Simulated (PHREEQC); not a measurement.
# Buffer: an equilibrium model

A solution holds 0.14 mol H3PO4 and 0.0012 mol Na2CO3 per kg of water, at 25 °C. Closed to the air; pH follows from the charge balance.

All values are PHREEQC results (ion-association model, phreeqc.dat), not measurements.

No solid was allowed to form.

Question: Predict the pH, specific conductance.

Answer: pH 1.58; specific conductance 10500 µS/cm.

Question: In which forms is P present?

Answer: H3PO4 77 %, H2PO4- 23 % of the P.

Species that the database lacks are ignored.
